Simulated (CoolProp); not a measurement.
Model: reference Helmholtz-energy equation of state, Akasaka 2019, in CoolProp.

### Question
For R1234ze(Z), give the phase and the speed of sound (m/s), Joule-Thomson coefficient (K/MPa), isothermal compressibility (1/MPa), expansivity (1/kK) at 426.6 K and 2.27 MPa.

### Answer
- 426.6 K and 2.27 MPa: gas; speed of sound 139, Joule-Thomson coefficient 14.1, isothermal compressibility 0.656, expansivity 6.93
